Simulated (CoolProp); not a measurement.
2000 sccm (0 °C, 1 atm) of nitrogen bubbles through liquid isohexane at 295.9 K and leaves saturated at a total pressure of 0.15 MPa (ideal gas phase). Each further row changes one setting.

Model: reference Helmholtz-energy equation of state, Lemmon 2006, in CoolProp. It is a short technical equation, of lower accuracy than the large ones.

```csv
case,vapour pressure (kPa),mole fraction of vapour,delivery (mg/min),delivery (sccm),change of delivery for a bath 1 K warmer (%)
as stated,25.7,0.171,1590,414,5.2
bath temperature 300.9 K,31.6,0.211,2050,534,5.3
total pressure 0.3 MPa,25.7,0.0857,720,187,4.7
```
